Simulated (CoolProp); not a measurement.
Saturated liquid density (kg/m³) of fluorine: the reference equation beside estimates from Tc = 144.4 K, pc = 5.240 MPa, ω = 0.045. Rackett uses Z = 0.29056 − 0.08775 ω.

Values from CoolProp's reference Helmholtz-energy equation of state, de Reuck 1990.

| T (K) | reference | Rackett | van der Waals | Redlich-Kwong | Peng-Robinson |
|---|---|---|---|---|---|
| 112.6 | 1281 | 1302 | 874.9 | 1244 | 1411 |
| 115.2 | 1256 | 1277 | 856.9 | 1212 | 1375 |
| 117.7 | 1231 | 1251 | 838.7 | 1179 | 1339 |
| 120.3 | 1204 | 1224 | 818.8 | 1143 | 1299 |
| 122.9 | 1175 | 1195 | 797.8 | 1105 | 1256 |
| 125.5 | 1144 | 1164 | 775.4 | 1065 | 1210 |
| 128.1 | 1111 | 1131 | 751.3 | 1022 | 1160 |
| 130.7 | 1075 | 1095 | 725.2 | 975.2 | 1107 |
| 133.2 | 1035 | 1056 | 697.7 | 926.2 | 1049 |
| 135.8 | 988.5 | 1011 | 665.5 | 869.6 | 982.7 |
| 138.4 | 932.3 | 957.5 | 628.1 | 804.4 | 905.4 |
| 141 | 859.1 | 888.1 | 581.5 | 724.6 | 810.0 |

Absolute difference from the reference over all 12 rows, mean and median: Rackett 2.0 and 1.8 %, van der Waals 32.2 and 32.3 %, Redlich-Kwong 8.1 and 7.5 %, Peng-Robinson 5.6 and 5.7 %.
